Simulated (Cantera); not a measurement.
# Thermodynamics of tantalum, niobium, vanadium and zirconium in process gases, feed Ta(OEt)₅ + CO₂

A closed system holds: 1 mol Ta(OEt)₅, 1.3 mol CO₂, equilibrated at 877 °C and 1.00 bar.

Equilibrium computed with Cantera from the NASA thermochemical tables; the gas is ideal and each condensed phase is pure. Candidate condensed phases: C, C₆H₆, C₇H₈, C₈H₁₈, H₂O, Ta, TaC, Ta₂O₅; 113 gas species. The feed counts by its element totals alone. Kinetics and transport are ignored.

```yaml
x(H₂): 0.695
x(CO): 0.281
x(CH₄): 0.0113
x(H₂O): 0.00917
x(CO₂): 0.00312
n(C(graphite)): 6.22 mol
n(Ta₂O₅(s)): 0.500 mol
gas_amount: 17.19 mol
log10 activity of TaC(s) (absent): -3.03
log10 activity of Ta(s) (absent): -9.42
```
